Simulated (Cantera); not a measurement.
**Ignition delay**

Mixture: 7.83 % CO, 7.83 % H₂, 1.64 % CH₄, 17.4 % O₂, 65.3 % N₂, equivalence ratio 0.64, at 810000 Pa, adiabatic and at constant volume. Ignition delay is the time to a rise of 400 K.

Computed with Cantera and GRI-Mech 3.0 (53 species, 325 reactions). Below about 1000 K GRI-Mech 3.0 lacks low-temperature oxidation paths. Below about 950 K walls govern HO2 and H2O2 in real vessels.

```
T0 (K)  delay (ms)
------  ----------
925           49.1
1000          6.54
1075         0.962
1150         0.150
1225        0.0360
1300        0.0140
1375       0.00753
```

| Item | Result |
|---|---|
| apparent activation energy between 1225 and 1375 K | 150 kJ/mol |
